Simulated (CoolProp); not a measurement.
Vapour-liquid equilibrium of R114 (1) + n-hexane (2) at 368.2 K; x and y are mole fractions of (1).

Model: multi-fluid Helmholtz-energy mixture model, Platzer 1990 and Thol 2019; pair parameters Bell 2016, in CoolProp. This equation is an older, rougher fit; its heat capacities, sound speeds and derivatives of the liquid may be far off and weren't checked against measurements.

Problem. Give the bubble pressure and the first vapour's composition at x = 0.2, 0.5, 0.65. Is there an azeotrope?

Solution. x = 0.2: 0.4842 MPa, y = 0.600; x = 0.5: 0.7980 MPa, y = 0.813; x = 0.65: 0.9367 MPa, y = 0.872. No azeotrope shows between x = 0.05 and 0.95.

The pair parameters rest on a limited set of measurements; away from them the model extrapolates.
